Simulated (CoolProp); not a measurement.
Values from CoolProp's reference Helmholtz-energy equation of state, Span 1996.

Problem. Give the vapour pressure (bar), enthalpy of vaporisation (kJ/kg), vapour Z, surface tension (mN/m) of saturated carbon dioxide at -19.75, -8.25 °C.

Solution. 
| T (°C) | p (bar) | enthalpy of vaporisation (kJ/kg) | vapour Z | surface tension (mN/m) |
|---|---|---|---|---|
| -19.75 | 19.8 | 282 | 0.795 | 8.32 |
| -8.25 | 27.8 | 254 | 0.739 | 6.03 |

Surface tension comes from a separate correlation (Mulero 2012).
